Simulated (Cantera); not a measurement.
Mixture: CH₃OH : O₂ : N₂ = 1 : 2.21 : 6.4 (molar parts), equivalence ratio 0.68, at 1100000 Pa, adiabatic and at constant volume. Ignition delay is the time to a rise of 400 K.

Cantera simulation using GRI-Mech 3.0 (53 species, 325 reactions); the numbers are that mechanism's predictions, not measurements. GRI-Mech 3.0 was tuned for natural gas; its chemistry of methanol as a main component is partial and can be far from experiment.

**Question.** Predict: delay at 1100 K; delay at 1200 K; delay at 1300 K; delay at 1400 K; delay at 1500 K; delay at 1600 K; delay at 1700 K; apparent activation energy between 1500 and 1700 K.

**Answer.** 
```
Property                                                 Value
--------------------------------------------------  ----------
delay at 1100 K                                        8.83 ms
delay at 1200 K                                        1.39 ms
delay at 1300 K                                       0.295 ms
delay at 1400 K                                        80.5 µs
delay at 1500 K                                        27.3 µs
delay at 1600 K                                        11.0 µs
delay at 1700 K                                        5.07 µs
apparent activation energy between 1500 and 1700 K  180 kJ/mol
```
